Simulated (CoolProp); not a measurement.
m-xylene along the isotherm 620 K: Z from the reference equation and from simpler models built on Tc = 616.9 K, pc = 35.35 bar, ω = 0.326; each cubic takes its own stable root.

Values from CoolProp's reference Helmholtz-energy equation of state, Zhou 2012.

```tsv
p (bar)	phase	reference
8.03	gas	0.9141
16.1	gas	0.8160
24.1	gas	0.6991
32.1	gas	0.5362
40.2	supercritical	0.2044
48.2	supercritical	0.2217
56.2	supercritical	0.2462
64.3	supercritical	0.2724
72.3	supercritical	0.2985
80.3	supercritical	0.3247
88.4	supercritical	0.3511
```

How far does each simpler model (van der Waals, Redlich-Kwong, Peng-Robinson) lie from the reference over these 11 states: mean and median of the absolute difference, and the worst?


- van der Waals: mean 32.4 %, median 46.0 %, worst +50.3 % at 620 K and 40.2 bar
- Redlich-Kwong: mean 14.9 %, median 18.5 %, worst +29.5 % at 620 K and 40.2 bar
- Peng-Robinson: mean 7.0 %, median 6.9 %, worst +19.6 % at 620 K and 40.2 bar
